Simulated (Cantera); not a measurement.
Reactions in the system Ba-H-O

Standard-state values (1 bar) from the NASA 1993 polynomials, evaluated with Cantera. Values are per mole of reaction as written; species without (g) are pure solids or liquids, kept so even where they would boil at 1 bar.

3 Ba(OH)2 + O3(g) ⇌ 3 BaO + 3 H2O2(g)

```csv
T (K),ΔH° (kJ),ΔS° (J/K),ΔG° (kJ),log10 K,condensed phases
300,643.7,359.0,536.0,-93.33,"Ba(OH)2(s), BaO(s)"
2100,414.2,87.5,230.4,-5.73,"Ba(OH)2(l), BaO(s)"
2150,410.4,85.7,226.1,-5.49,"Ba(OH)2(l), BaO(s)"
2200,406.7,84.0,221.8,-5.27,"Ba(OH)2(l), BaO(s)"
2250,403.0,82.4,217.7,-5.05,"Ba(OH)2(l), BaO(s)"
2300,575.2,157.7,212.5,-4.83,"Ba(OH)2(l), BaO(l)"
```

Ba + H2O(g) ⇌ BaO + 2 H(g)

```tsv
T (K)	ΔH° (kJ)	ΔS° (J/K)	ΔG° (kJ)	log10 K	condensed phases
300	129.8	50.5	114.6	-19.95	Ba(s), BaO(s)
2100	155.3	83.9	-20.9	0.52	Ba(l), BaO(s)
2150	156.0	84.3	-25.1	0.61	Ba(l), BaO(s)
2200	156.7	84.6	-29.3	0.70	Ba(l), BaO(s)
2250	157.4	84.9	-33.6	0.78	Ba(l), BaO(s)
2300	216.7	110.8	-38.2	0.87	Ba(l), BaO(l)
```
